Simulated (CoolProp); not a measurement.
Properties of fluorine along the isobar 20000 kPa (Tc = 144.4 K, pc = 5240 kPa, ω = 0.045).

Computed with CoolProp (reference Helmholtz-energy equation of state, de Reuck 1990).

```
T (K)          phase  density (kg/m³)  speed of sound (m/s)  fugacity coefficient
-----  -------------  ---------------  --------------------  --------------------
95.6          liquid             1485                 842.6               0.02622
111.3         liquid             1383                 742.2               0.07493
127.1         liquid             1272                 634.7                0.1566
142.8         liquid             1150                 527.4                0.2641
158.5  supercritical             1011                 429.4                0.3853
174.2  supercritical            855.9                 355.8                0.5051
189.9  supercritical            705.5                 315.4                0.6111
205.7  supercritical            587.1                 301.1                0.6984
221.4  supercritical            503.4                 299.4                0.7672
237.1  supercritical            442.8                 303.0                0.8215
252.8  supercritical            397.3                 309.2                0.8643
268.6  supercritical            361.8                 316.4                0.8984
284.3  supercritical            333.5                 324.0                0.9254
300    supercritical            310.2                 331.7                0.9473
```
